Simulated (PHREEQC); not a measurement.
**Copper plating or etch bath**

Dissolve 0.0086 mol CuSO4 and 0.22 mol FeCl3 per kg of water at 15 °C. It is in equilibrium with CO2 at log p = -2 (atm). Otherwise closed; pH follows from the charge balance.

Equilibrium calculation in PHREEQC: ion-association model, phreeqc.dat.

This is a speciation only: nothing precipitates in the calculation.

Estimate the pH, ionic strength.

pH 1.96; ionic strength 0.717 mol/kgw.

In which forms is Cu present?

Cu+2 84 %, CuCl+ 14 %, CuCl2 1.0 %, CuSO4 0.5 % of the Cu.

Saturation is exceeded, for instance for Hematite (slow to form), Goethite (slow to form); the values hold only as long as no solid forms. Caution: at this ionic strength the ion-association model is outside its range; a Pitzer model would be the better tool where its parameters exist.
